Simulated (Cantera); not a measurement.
An adiabatic, constant-pressure homogeneous reactor starts with 14.1 % H2, 18.0 % O2, 67.9 % N2, equivalence ratio 0.39, at 1100 K and 500000 Pa.

Model: GRI-Mech 3.0 (53 species, 325 reactions), integrated in Cantera. The hydrogen kinetics of GRI-Mech 3.0 are dated; newer H2 mechanisms differ, most at raised pressure.

x: mole fraction; the columns are a selection and need not sum to one.

```json
[
 {"t (s)": "7.00e-6", "T (K)": "1100", "x H2": "0.141", "x O2": "0.180", "x NO": "<1e-12", "x HO2": "2.91e-8", "x H2O": "1.61e-8", "x H2O2": "1.40e-10", "x OH": "2.71e-10"},
 {"t (s)": "2.18e-5", "T (K)": "1100", "x H2": "0.141", "x O2": "0.180", "x NO": "<1e-12", "x HO2": "___", "x H2O": "___", "x H2O2": "___", "x OH": "3.69e-10"},
 {"t (s)": "6.79e-5", "T (K)": "1100", "x H2": "0.141", "x O2": "0.180", "x NO": "<1e-12", "x HO2": "5.26e-7", "x H2O": "3.83e-7", "x H2O2": "2.48e-8", "x OH": "6.17e-10"},
 {"t (s)": "0.000211", "T (K)": "1100", "x H2": "0.141", "x O2": "0.180", "x NO": "<1e-12", "x HO2": "___", "x H2O": "___", "x H2O2": "___", "x OH": "___"},
 {"t (s)": "0.000658", "T (K)": "2070", "x H2": "0.000827", "x O2": "0.116", "x NO": "1.59e-5", "x HO2": "1.44e-5", "x H2O": "0.147", "x H2O2": "5.87e-7", "x OH": "0.00578"},
 {"t (s)": "0.00205", "T (K)": "2100", "x H2": "0.000117", "x O2": "0.117", "x NO": "3.98e-5", "x HO2": "4.94e-6", "x H2O": "0.150", "x H2O2": "2.93e-7", "x OH": "0.00232"},
 {"t (s)": "0.00638", "T (K)": "2100", "x H2": "0.000117", "x O2": "0.117", "x NO": "0.000110", "x HO2": "4.93e-6", "x H2O": "0.150", "x H2O2": "2.93e-7", "x OH": "0.00232"},
 {"t (s)": "0.0199", "T (K)": "2100", "x H2": "0.000117", "x O2": "0.117", "x NO": "0.000325", "x HO2": "4.92e-6", "x H2O": "0.150", "x H2O2": "2.92e-7", "x OH": "0.00231"},
 {"t (s)": "0.0619", "T (K)": "2098", "x H2": "0.000116", "x O2": "0.117", "x NO": "0.000967", "x HO2": "4.88e-6", "x H2O": "0.150", "x H2O2": "2.91e-7", "x OH": "0.00230"},
 {"t (s)": "0.193", "T (K)": "2094", "x H2": "0.000113", "x O2": "0.116", "x NO": "0.00267", "x HO2": "4.79e-6", "x H2O": "0.150", "x H2O2": "2.87e-7", "x OH": "0.00225"},
 {"t (s)": "0.600", "T (K)": "2088", "x H2": "0.000109", "x O2": "0.115", "x NO": "0.00552", "x HO2": "4.64e-6", "x H2O": "0.150", "x H2O2": "2.79e-7", "x OH": "0.00218"}
]
```

Q: Fill in the missing entries.

A: 
- 2.18e-5, x HO2: 1.27e-7
- 2.18e-5, x H2O: 8.26e-8
- 2.18e-5, x H2O2: 1.99e-9
- 0.000211, x HO2: 3.71e-6
- 0.000211, x H2O: 3.43e-6
- 0.000211, x H2O2: 4.21e-7
- 0.000211, x OH: 3.19e-9
